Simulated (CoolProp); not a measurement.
Vapour-liquid equilibrium of hydrogen chloride (1) + n-butane (2) at -61.45 °C; x and y are mole fractions of (1).

Values from CoolProp's multi-fluid Helmholtz-energy mixture model, Thol 2018 and Bücker 2006; pair parameters Bell 2016.

| x | bubble pressure, mixture model (MPa) | bubble pressure, Raoult's law (MPa) | y, mixture model | y, Raoult's law |
|---|---|---|---|---|
| 0.05 | 0.04891 | 0.02070 | 0.909 | 0.791 |
| 0.15 | ? | 0.05301 | 0.968 | 0.927 |
| 0.25 | 0.1902 | 0.08532 | 0.979 | 0.960 |
| 0.35 | 0.2281 | 0.1176 | 0.984 | 0.975 |
| 0.45 | 0.2487 | 0.1499 | 0.986 | 0.983 |
| 0.55 | 0.2594 | 0.1822 | 0.987 | 0.989 |
| 0.65 | 0.2669 | 0.2146 | 0.987 | 0.993 |
| 0.75 | ? | 0.2469 | 0.989 | 0.995 |
| 0.85 | ? | 0.2792 | 0.991 | 0.998 |
| 0.95 | 0.3129 | 0.3115 | ? | 0.999 |

Problem. Fill in the missing entries.

Solution. 
- 0.15, bubble pressure, mixture model (MPa): 0.1298
- 0.75, bubble pressure, mixture model (MPa): 0.2761
- 0.85, bubble pressure, mixture model (MPa): 0.2905
- 0.95, y, mixture model: 0.996

The largest gap from Raoult's law is +144.9 % in bubble pressure, at x = 0.15. No azeotrope shows between x = 0.05 and 0.95.

The pair parameters rest on a limited set of measurements; away from them the model extrapolates. With so large a gap from Raoult's law the liquid may split in two, which this calculation doesn't test in full.
